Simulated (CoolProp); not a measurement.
Values from CoolProp's reference Helmholtz-energy equation of state, Lemmon 2006. It is a short technical equation, of lower accuracy than the large ones.

### Question
Give the vapour pressure (MPa), liquid density (kg/m³), vapour density (kg/m³), enthalpy of vaporisation (kJ/kg) of saturated carbon monoxide at 80, 86.3, 111.4 K.

### Answer
| T (K) | p (MPa) | liquid density (kg/m³) | vapour density (kg/m³) | enthalpy of vaporisation (kJ/kg) |
|---|---|---|---|---|
| 80 | 0.0837 | 800 | 3.66 | 217 |
| 86.3 | 0.167 | 772 | 6.93 | 208 |
| 111.4 | 1.16 | 638 | 45.7 | 157 |
